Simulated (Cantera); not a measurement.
Ignition delay

Mixture: 7.22 % CH4, 0.613 % H2, 19.3 % O2, 72.9 % N2, at 3.16 atm, adiabatic and at constant volume. Ignition delay is the time to a rise of 400 K.

Computed with Cantera and GRI-Mech 3.0 (53 species, 325 reactions). Below about 1000 K GRI-Mech 3.0 lacks low-temperature oxidation paths. Below about 950 K walls govern HO2 and H2O2 in real vessels.

```tsv
T0 (K)	delay (ms)
898	438
998	50.4
1098	15.2
1198	5.41
1298	1.92
1398	0.707
1498	0.281
```

The apparent activation energy between 1298 and 1498 K is 160 kJ/mol.
